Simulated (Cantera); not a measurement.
What does this Cantera script print?

```python
import numpy as np
import cantera as ct

gas_names = """
    C CH CH2 CH3 CH4 C2 C2H C2H2,acetylene C2H2,vinylidene C2H3,vinyl C2H4 C2H5 C2H6 C3 C3H3,propargyl
    C3H4,allene C3H4,propyne C3H4,cyclo- C3H5,allyl C3H6,propylene C3H6,cyclo- C3H7,n-propyl
    C3H7,i-propyl C3H8 C4 C4H2 C4H4,1,3-cyclo- C4H6,butadiene C4H6,2-butyne C4H6,cyclo- C4H8,1-butene
    C4H8,cis2-buten C4H8,tr2-butene C4H8,isobutene C4H8,cyclo- C4H9,n-butyl C4H9,i-butyl C4H9,s-butyl
    C4H9,t-butyl C4H10,isobutane C4H10,n-butane C5 C5H6,1,3cyclo- C5H8,cyclo- C5H10,1-pentene
    C5H10,cyclo- C5H11,pentyl C5H11,t-pentyl C5H12,n-pentane C5H12,i-pentane CH3C(CH3)2CH3 C6H2
    C6H5,phenyl C6H6 C6H10,cyclo- C6H12,1-hexene C6H12,cyclo- C6H13,n-hexyl C7H7,benzyl C7H8
    C7H14,1-heptene C7H15,n-heptyl C7H16,n-heptane C8H8,styrene C8H10,ethylbenz C8H16,1-octene
    C8H17,n-octyl C8H18,isooctane C8H18,n-octane C9H19,n-nonyl C10H8,naphthale C10H21,n-decyl
    C12H9,o-bipheny C12H10,bipheny H H2 Si SiC SiC2 SiC4H12 SiH SiH2 SiH3 SiH4 Si2 Si2C Si3
""".split()
cond_names = """
    C(gr) C6H6(L) C7H8(L) C8H18(L),n-octa Si(cr) Si(L) SiC(b)
""".split()


def load(file, names, dense=False):
    # The tables refer to 1 bar. Condensed volumes are neglected.
    table = {s.name: s for s in ct.Species.list_from_file(file)}
    out = []
    for n in names:
        d = dict(table[n].input_data)
        d["thermo"] = dict(d["thermo"], **{"reference-pressure": 1e5})
        if dense:
            d["equation-of-state"] = {"model": "constant-volume", "density": "1e6 g/cm^3"}
        out.append(ct.Species.from_dict(d))
    return out


gas = ct.Solution(thermo="ideal-gas", species=load("nasa_gas.yaml", gas_names))
cond = {s.name: ct.Solution(thermo="fixed-stoichiometry", species=[s], name=s.name)
        for s in load("nasa_condensed.yaml", cond_names, dense=True)}
atoms = {
    'SiH4': {'Si': 1, 'H': 4},
    'C2H2': {'C': 2, 'H': 2},
    'H2': {'H': 2},
}
top_T = {'C(gr)': 4500, 'SiC(b)': 3050}  # K; cautious upper limits of use, not melting points


def equilibrate(T, P, feed):
    n = {}
    for name, mol in feed.items():
        for a, k in atoms[name].items():
            n[a] = n.get(a, 0.0) + k * mol
    gas.TPX = T, P, n
    mass = sum(n.values()) * gas.mean_molecular_weight
    gas.equilibrate("TP")
    valid = [c for c in cond.values() if c.min_temp <= T <= top_T.get(c.name, c.max_temp)]
    mix = ct.Mixture([(gas, mass / gas.mean_molecular_weight)] + [(c, 0.0) for c in valid])
    mix.T, mix.P = T, P
    mix.equilibrate("TP", solver="vcs", rtol=1e-11, max_steps=5000)
    return mix


results = []
feed = {'SiH4': 1, 'C2H2': 0.011, 'H2': 2.9}  # mol
P = 133.322  # Pa
for T in [1200, 1275, 1350, 1425, 1500, 1575, 1650, 1725, 1800, 1875, 1950, 2025, 2100]:
    mix = equilibrate(T, P, feed)
    results.append((T, P, feed, dict(zip(mix.species_names, mix.species_moles))))

top = {s: max(r[3][s] / sum(r[3][g] for g in gas_names) for r in results) for s in gas_names}
cols = sorted((s for s in top if top[s] > 0.001), key=lambda s: -top[s])[:7]
seen = [c for c in cond_names if any(r[3].get(c, 0) > 1e-12 for r in results)]
print("log10 of partial pressures in bar; condensed amounts in mol")
print(f"{'T/K':>10s}" + "".join(f"{s[:9]:>10s}" for s in cols + seen))
for T, P, feed, n in results:
    ng = sum(n[g] for g in gas_names)
    print(f"{T:10.4g}" + "".join(f"{np.log10(max(n[s] / ng * P / 1e5, 1e-99)):10.3f}" for s in cols)
          + "".join(f"{n.get(c, 0):10.4g}" for c in seen))
```

Result:

```
log10 of partial pressures in bar; condensed amounts in mol
       T/K        H2        Si         H      Si2C       SiH       Si2    Si(cr)     Si(L)    SiC(b)
      1200    -2.875   -11.858    -8.142   -15.974   -12.119   -15.921     0.978         0     0.022
      1275    -2.875   -10.715    -7.570   -14.446   -11.173   -14.433     0.978         0     0.022
      1350    -2.875    -9.700    -7.060   -13.091   -10.333   -13.112     0.978         0     0.022
      1425    -2.875    -8.793    -6.604   -11.881    -9.583   -11.931     0.978         0     0.022
      1500    -2.875    -7.978    -6.192   -10.795    -8.909   -10.871    0.9779         0     0.022
      1575    -2.876    -7.241    -5.819    -9.815    -8.301    -9.913    0.9777         0     0.022
      1650    -2.876    -6.572    -5.480    -8.926    -7.748    -9.044    0.9769         0     0.022
      1725    -2.878    -5.993    -5.170    -8.149    -7.277    -8.315         0    0.9739   0.02197
      1800    -2.880    -5.498    -4.886    -7.472    -6.881    -7.717         0    0.9653   0.02187
      1875    -2.886    -5.043    -4.626    -6.851    -6.519    -7.168         0    0.9415   0.02147
      1950    -2.897    -4.623    -4.389    -6.280    -6.188    -6.661         0    0.8801   0.01997
      2025    -2.919    -4.235    -4.175    -5.752    -5.888    -6.194         0    0.7278   0.01487
      2100    -2.964    -3.875    -3.988    -5.301    -5.622    -5.760         0    0.3513         0
```

These are equilibrium values from Cantera (NASA tables, ideal gas, pure condensed phases), not measurements of a reactor. Mutual solubility and eutectic melting of coexisting phases are not modelled. Gases not in the tables: Si2H6 and higher silanes.
